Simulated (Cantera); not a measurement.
Input (Python, Cantera) and output of one run.

```python
import numpy as np
import cantera as ct

gas_names = """
    C CN CO CO2 C2 CCN CNC C2N2 C2O C3 C3O2 C4 C4N2 C5 N NCO NO NO2 NO3 N2 N2O O O2 O3 Si SiC SiC2 SiN
    SiO SiO2 Si2 Si2C Si2N Si3
""".split()
cond_names = """
    C(gr) Si(cr) Si(L) SiC(b) SiO2(Lqz) SiO2(hqz) SiO2(L) Si2N2O(s) Si3N4(a)
""".split()


def load(file, names, dense=False):
    # The tables refer to 1 bar. Condensed volumes are neglected.
    table = {s.name: s for s in ct.Species.list_from_file(file)}
    out = []
    for n in names:
        d = dict(table[n].input_data)
        d["thermo"] = dict(d["thermo"], **{"reference-pressure": 1e5})
        if dense:
            d["equation-of-state"] = {"model": "constant-volume", "density": "1e6 g/cm^3"}
        out.append(ct.Species.from_dict(d))
    return out


gas = ct.Solution(thermo="ideal-gas", species=load("nasa_gas.yaml", gas_names))
cond = {s.name: ct.Solution(thermo="fixed-stoichiometry", species=[s], name=s.name)
        for s in load("nasa_condensed.yaml", cond_names, dense=True)}
atoms = {
    'SiC': {'Si': 1, 'C': 1},
    'O2': {'O': 2},
    'N2': {'N': 2},
}
top_T = {'C(gr)': 4500, 'SiC(b)': 3050, 'Si2N2O(s)': 2100, 'Si3N4(a)': 2400}  # K; cautious upper limits of use, not melting points


def equilibrate(T, P, feed):
    n = {}
    for name, mol in feed.items():
        for a, k in atoms[name].items():
            n[a] = n.get(a, 0.0) + k * mol
    gas.TPX = T, P, n
    mass = sum(n.values()) * gas.mean_molecular_weight
    gas.equilibrate("TP")
    valid = [c for c in cond.values() if c.min_temp <= T <= top_T.get(c.name, c.max_temp)]
    mix = ct.Mixture([(gas, mass / gas.mean_molecular_weight)] + [(c, 0.0) for c in valid])
    mix.T, mix.P = T, P
    mix.equilibrate("TP", solver="vcs", rtol=1e-11, max_steps=5000)
    return mix


results = []
feed = {'SiC': 1, 'O2': 0.0029, 'N2': 94}  # mol
T = 1323.15  # K
P = 101325  # Pa
mix = equilibrate(T, P, feed)
results.append((T, P, feed, dict(zip(mix.species_names, mix.species_moles))))
print(gas.report(threshold=0.001))
for i in range(1, mix.n_phases):
    print(f"{mix.phase(i).name:16s} {mix.phase_moles(i):12.5e} mol")
```

Output:

```
       temperature   1323.2 K
          pressure   1.0132e+05 Pa
           density   0.25802 kg/m^3
  mean mol. weight   28.014 kg/kmol
   phase of matter   gas

                          1 kg             1 kmol
                     ---------------   ---------------
          enthalpy        1.1521e+06        3.2274e+07  J
   internal energy        7.5934e+05        2.1272e+07  J
           entropy            8475.2        2.3742e+05  J/K
    Gibbs function       -1.0062e+07       -2.8187e+08  J
 heat capacity c_p            1218.8             34142  J/K
 heat capacity c_v            921.96             25828  J/K

                      mass frac. Y      mole frac. X     chem. pot. / RT
                     ---------------   ---------------   ---------------
                N2                 1                 1           -25.622
     [  +33 minor]        2.6355e-06        2.6358e-06

C(gr)             9.99754e-01 mol
Si(cr)            0.00000e+00 mol
SiC(b)            0.00000e+00 mol
SiO2(hqz)         0.00000e+00 mol
Si2N2O(s)         5.55400e-03 mol
Si3N4(a)          3.29631e-01 mol
```

Equilibrium computed with Cantera from the NASA thermochemical tables; the gas is ideal and each condensed phase is pure. N2 is the only nitrogen source here; it is nearly inert below about 1500 K, so the nitride shown seldom forms there in practice. Mutual solubility and eutectic melting of coexisting phases are not modelled.
